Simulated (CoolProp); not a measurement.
n-octane along the isotherm 342.6 K: fugacity coefficient from the reference equation and from simpler models built on Tc = 568.7 K, pc = 2.484 MPa, ω = 0.398; each cubic takes its own stable root.

Computed with CoolProp (reference Helmholtz-energy equation of state, Beckmüller 2019).

```tsv
p (MPa)	phase	reference
0.0785	liquid	0.1957
0.127	liquid	0.1213
0.205	liquid	0.07552
0.331	liquid	0.04713
0.535	liquid	0.02952
0.864	liquid	0.01865
1.4	liquid	0.01189
2.26	liquid	0.007757
3.65	liquid	0.005223
5.89	liquid	0.003703
9.52	liquid	0.002846
15.4	liquid	0.002494
24.8	liquid	0.002690
```

Task: How far does each simpler model (van der Waals, Redlich-Kwong, Soave-Redlich-Kwong, Peng-Robinson) lie from the reference over these 13 states: mean and median of the absolute difference, and the worst?

Result: 
- van der Waals: mean 1487.9 %, median 1278.5 %, worst +3545.0 % at 342.6 K and 24.8 MPa
- Redlich-Kwong: mean 257.0 %, median 241.3 %, worst +342.8 % at 342.6 K and 24.8 MPa
- Soave-Redlich-Kwong: mean 4.4 %, median 1.1 %, worst +23.1 % at 342.6 K and 24.8 MPa
- Peng-Robinson: mean 2.8 %, median 2.2 %, worst +5.7 % at 342.6 K and 24.8 MPa

At some of these states van der Waals gives the other phase, because its saturation line lies elsewhere.
